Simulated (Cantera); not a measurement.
**Nitride etching: AlN + H2O + O2**

Input: 1 mol AlN, 0.17 mol H2O, 3.8 mol O2, equilibrated at 777 °C and 0.540 bar.

Cantera equilibrium calculation (NASA polynomials, part measured and part estimated; ideal gas, pure solids and liquids). Candidate condensed phases: Al, AlN, Al2O3, H2O; 35 gas species. The numbers say what is thermodynamically allowed, not how fast it happens.

| Quantity | Result |
|---|---|
| x(O2) | 0.820 |
| x(N2) | 0.134 |
| x(H2O) | 0.0457 |
| x(NO) | 4.31e-5 |
| x(NO2) | 2.42e-6 |
| n(Al2O3(s)) | 0.500 mol |
| gas amount | 3.720 mol |
| log10 activity of Al(l) (absent) | -33.18 |
